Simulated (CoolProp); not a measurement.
Ethanol at several states: fugacity coefficient from the reference equation and from simpler models built on Tc = 241.6 °C, pc = 6.268 MPa, ω = 0.644; each cubic takes its own stable root.

Model: reference Helmholtz-energy equation of state, Schroeder 2014, in CoolProp.

```csv
T (°C),p (MPa),phase,reference
141.15,0.602,gas,0.9172
85.35,0.227,liquid,0.5625
-70.85,0.0712,liquid,2.130e-5
70.65,0.0304,gas,0.9895
210.55,0.122,gas,0.9922
```

Q: How far does each simpler model (van der Waals, Redlich-Kwong, Peng-Robinson) lie from the reference over these 5 states: mean and median of the absolute difference, and the worst?

A: 
- van der Waals: mean 365723.3 %, median 3.8 %, worst +1828538.5 % at -70.85 °C and 0.0712 MPa
- Redlich-Kwong: mean 3251.3 %, median 2.5 %, worst +16181.7 % at -70.85 °C and 0.0712 MPa
- Peng-Robinson: mean 9.4 %, median 0.7 %, worst -40.9 % at -70.85 °C and 0.0712 MPa

At some of these states van der Waals, Redlich-Kwong gives the other phase, because its saturation line lies elsewhere.
